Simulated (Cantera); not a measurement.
**Ignition delay**

Mixture: 25.8 % H₂, 15.5 % O₂, 58.6 % N₂, equivalence ratio 0.83, at 5.82 atm, adiabatic and at constant pressure. Ignition delay is the time to a rise of 400 K.

Model: GRI-Mech 3.0 (53 species, 325 reactions), integrated in Cantera. The hydrogen kinetics of GRI-Mech 3.0 are dated; newer H2 mechanisms differ, most at raised pressure. Where the delays flatten at high temperature, the 400 K rule measures the pace of heat release, not the induction time.

```json
[
 {"T0 (K)": "1075", "delay (ms)": "1.52"},
 {"T0 (K)": "1125", "delay (ms)": "0.277"},
 {"T0 (K)": "1175", "delay (ms)": "0.0288"},
 {"T0 (K)": "1225", "delay (ms)": "0.0116"},
 {"T0 (K)": "1275", "delay (ms)": "0.00723"},
 {"T0 (K)": "1325", "delay (ms)": "0.00517"},
 {"T0 (K)": "1375", "delay (ms)": "0.00397"},
 {"T0 (K)": "1425", "delay (ms)": "0.00319"}
]
```

apparent activation energy between 1325 and 1425 K: 75 kJ/mol
